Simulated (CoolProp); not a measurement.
The numbers come from the reference Helmholtz-energy equation of state, Thol 2019 in CoolProp.

Task: For n-pentane, give the phase and the density (kg/m³), isothermal compressibility (1/MPa), expansivity (1/kK), conductivity (mW/(m K)) at 235.9 K and 0.00532 MPa; 235.9 K and 0.325 MPa; 235.9 K and 0.74 MPa.

Result: 
- 235.9 K and 0.00532 MPa: liquid; density 680, isothermal compressibility 0.00115, expansivity 1.34, conductivity 136
- 235.9 K and 0.325 MPa: liquid; density 680, isothermal compressibility 0.00115, expansivity 1.34, conductivity 136
- 235.9 K and 0.74 MPa: liquid; density 681, isothermal compressibility 0.00114, expansivity 1.33, conductivity 136

Thermal conductivity comes from a separate model (Vassiliou 2015).
